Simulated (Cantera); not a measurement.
An isothermal, constant-pressure homogeneous reactor starts with N2O = 1 (molar parts), at 1473 K and 84000 Pa. Integrator tolerance rtol = 1e-08.

Model: GRI-Mech 3.0 (53 species, 325 reactions), integrated in Cantera. GRI-Mech 3.0 was tuned for natural gas; its chemistry of N2O as a main component is partial and can be far from experiment. The temperature is held fixed by assumption; the heat of reaction is taken as removed at once.

Problem. What does this change do: temperature 1473 to 1250 K?

Solution. 
```
quantity                                           before                                     after
---------------  ----------------------------------------  ----------------------------------------
x(N2O) at 200 s   3.11e-6 (gas-phase equilibrium 6.48e-8)   1.02e-6 (gas-phase equilibrium 1.88e-8)
x(N2) at 200 s        0.618 (gas-phase equilibrium 0.666)       0.635 (gas-phase equilibrium 0.667)
x(NO2) at 200 s  0.000606 (gas-phase equilibrium 8.33e-6)  0.000912 (gas-phase equilibrium 5.07e-6)
x(O) at 200 s     1.64e-6 (gas-phase equilibrium 1.77e-6)   4.18e-8 (gas-phase equilibrium 4.39e-8)
x(NO) at 200 s     0.0980 (gas-phase equilibrium 0.00124)   0.0621 (gas-phase equilibrium 0.000329)
```
The mechanism lacks the step 2 NO + O2 → 2 NO2, which can matter for NO2 below about 1400 K.
